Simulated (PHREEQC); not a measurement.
0.018 g of hydrous ferric oxide (600 m²/g; 0.2 weak and 0.005 strong sites per Fe, Dzombak-Morel constants, diffuse double layer) in 1 kg of water with 0.001 mol/kgw of an inert sodium salt and 0.0089 mmol/kgw CaCl2 and 0.0031 mmol/kgw MgCl2, at 25 °C; the pH is set by adding NaOH or the inert anion's acid. Oxygen alone is held at its pressure in air (log pO2 = -0.68). The system is closed to CO2. Precipitation was switched off in this run.

Base run: PHREEQC, ion-association model, wateq4f.dat. Each further column changes one thing. The table gives Ca sorbed (%).

```
pH   base  no electrostatic term (-no_edl)  background salt from 0.001 to 0.0001 mol/kgw  oxide from 0.018 to 0.09 g/kgw  0.00016 mol/kgw BaCl2 added
---  ----  -------------------------------  --------------------------------------------  ------------------------------  ---------------------------
3     0.0                              0.0                                           0.0                             0.0                          0.0
3.5   0.0                              0.0                                           0.0                             0.0                          0.0
4     0.0                              0.0                                           0.0                             0.0                          0.0
5     0.0                              0.0                                           0.0                             0.0                          0.0
5.5   0.0                              0.1                                           0.0                             0.0                          0.0
6     0.0                              0.4                                           0.0                             0.0                          0.0
6.5   0.0                              1.0                                           0.0                             0.0                          0.0
7     0.0                              ___                                           0.0                             ___                          0.0
8     2.8                              4.3                                           ___                             ___                          0.4
8.5   9.2                              4.7                                           9.6                            39.7                          2.1
9    21.2                              ___                                           ___                            73.3                         10.8
```

**Question.** Fill in the missing entries.

**Answer.** 
- 7, no electrostatic term (-no_edl): 2.2
- 7, oxide from 0.018 to 0.09 g/kgw: 0.2
- 8, background salt from 0.001 to 0.0001 mol/kgw: 3.0
- 8, oxide from 0.018 to 0.09 g/kgw: 13.0
- 9, no electrostatic term (-no_edl): 4.8
- 9, background salt from 0.001 to 0.0001 mol/kgw: 22.2

The oxide is taken as insoluble; below pH 4 it would dissolve.
